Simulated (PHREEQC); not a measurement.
PHREEQC input (ion-association model, wateq4f.dat):

```
SOLUTION_MASTER_SPECIES
  An  An-  0  An  62.0  # stands for a non-complexing anion
SOLUTION_SPECIES
  An- = An-
    -log_k 0
    -gamma 3.0 0
PHASES
  Fix_H+
    H+ = H+
    -log_k 0
SOLUTION 1
  temp 25
  units mmol/kgw
  pH 7 charge
  S(6) 0.011
  Cu(2) 0.011
  Na 100
  An 100
END
SELECTED_OUTPUT 1
  -reset false
  -pH true
  -pe true
  -ionic_strength true
  -water true
  -totals Cu Na S Cu(1) Cu(2) S(-2) S(6)
  -molalities Hfo_wOH Hfo_wOH2+ Hfo_wO- Hfo_sOH Hfo_sOH2+ Hfo_sO- Hfo_wSO4- Hfo_wOHSO4-2 Hfo_sOCu+ Hfo_wOCu+
  -saturation_indices Cu(OH)2 Brochantite Antlerite Mirabilite Chalcanthite
USER_PUNCH 1
  -headings sigma psi
  10 PUNCH EDL("sigma", "Hfo"), EDL("psi", "Hfo")
PRINT
  -reset false
USE solution 1
SURFACE 1
  Hfo_wOH 0.000292135 600 0.13
  Hfo_sOH 7.30337e-06
EQUILIBRIUM_PHASES 1
  Fix_H+ -3 HAn 10
    -force_equality true
  O2(g) -0.68 10
END
# ... the last block is repeated for the other 12 points of pH, with NaOH or the acid as the point needs
```

Selected output (columns that matter, 13 of 13 rows; pH added in front):

```
pH	mu	Cu	Na	S	m_Hfo_wOH	m_Hfo_wOH2+	m_Hfo_wO-	si_Cu(OH)2	si_Brochantite	si_Antlerite	si_Mirabilite	si_Chalcanthite	sigma	psi
3	0.10138	1.0998e-05	0.1	3.6739e-07	4.6714e-06	0.00027683	1.8058e-09	-8.0008	-25.736	-19.325	-8.0707	-9.6812	0.33777	0.14891
3.67	0.10042	1.0969e-05	0.1	4.165e-07	1.8676e-05	0.00026284	3.0401e-08	-6.6608	-21.647	-16.576	-8.0012	-9.6124	0.31885	0.14621
4.33	0.1002	1.0487e-05	0.1	6.787e-07	5.3922e-05	0.00022751	2.9277e-07	-5.3601	-17.549	-13.779	-7.7858	-9.4165	0.27173	0.13812
5	0.10012	7.0311e-06	0.1	1.6911e-06	0.0001073	0.000173	1.5247e-06	-4.1938	-13.827	-11.223	-7.3885	-9.193	0.20243	0.1232
5.67	0.10007	1.8441e-06	0.1	4.6413e-06	0.00015978	0.00011716	4.992e-06	-3.4366	-11.699	-9.8527	-6.9497	-9.337	0.13745	0.1038
6.33	0.10004	1.9109e-07	0.1	8.718e-06	0.00019759	7.5246e-05	1.1887e-05	-3.1198	-11.478	-9.9484	-6.6759	-10.066	0.087007	0.081593
7	0.10003	2.4235e-08	0.1	1.0643e-05	0.0002155	4.9543e-05	2.1473e-05	-2.9265	-11.958	-10.622	-6.5892	-11.126	0.047659	0.054924
7.67	0.10002	1.5863e-08	0.10001	1.0966e-05	0.00022009	3.533e-05	3.1409e-05	-2.779	-12.695	-11.507	-6.5761	-12.306	0.018384	0.024518
8.33	0.10003	1.9921e-08	0.10003	1.0997e-05	0.0002189	2.6427e-05	4.1537e-05	-2.6532	-13.511	-12.448	-6.5748	-13.499	-0.0052205	-0.0072054
9	0.10006	2.7566e-08	0.10006	1.1e-05	0.00021309	1.8983e-05	5.4798e-05	-2.51	-14.278	-13.358	-6.5744	-14.696	-0.03098	-0.039031
9.67	0.10012	4.3472e-08	0.10014	1.1e-05	0.00019917	1.2004e-05	7.5707e-05	-2.312	-14.826	-14.104	-6.574	-15.838	-0.065692	-0.068626
10.33	0.10036	8.3465e-08	0.10039	1.1e-05	0.00017189	6.2209e-06	0.0001088	-2.0292	-15.016	-14.576	-6.5724	-16.875	-0.11411	-0.094567
11	0.10141	2.1811e-07	0.10148	1.1e-05	0.00012704	2.3457e-06	0.00015763	-1.6147	-14.7	-14.675	-6.5659	-17.803	-0.17986	-0.11691
```

Complexes and solids missing from the database can't appear. The database's constant for dissolved Cu(OH)2 is higher than later reviews accept. The oxide is taken as insoluble; below pH 4 it would dissolve.
